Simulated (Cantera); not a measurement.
Input: 1 mol CsCl, 0.14 mol HCl, 120 mol H2, equilibrated at 1798.15 K and 75.0 Torr.

These are equilibrium values from Cantera (NASA tables, ideal gas, pure condensed phases), not measurements of a reactor. Candidate condensed phases: Cs, CsCl; 9 gas species. Equilibrium is a limit: real reactors are often held back by kinetics, nucleation or transport.

Q: What is the equilibrium state?

A: x(H2): 0.989
x(CsCl): 0.00773
x(HCl): 0.00167
x(H): 0.00111
x(Cs): 0.000515
x(Cl): 1.43e-6
gas amount: 121.2 mol
log10 activity of CsCl(l) (absent): -3.53
log10 activity of Cs(l) (absent): -5.95
